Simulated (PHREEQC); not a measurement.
# Hard or scaling water: an equilibrium model

Consider water at 25 °C with 45 mmol/kgw SrCl2, 2.6 mmol/kgw CO2 and 49 mmol/kgw KCl. Closed to the air; pH follows from the charge balance.

Model: ion-association model, phreeqc.dat, run in PHREEQC.

This is a speciation only: nothing precipitates in the calculation.

### Question
Estimate the pH, specific conductance, density.

### Answer
pH 4.41; specific conductance 14700 µS/cm; density 1.006 g/cm³.

### Question
In which forms is C present?

### Answer
CO2 98 %, HCO3- 1.5 % of the C.

Species that the database lacks are ignored.
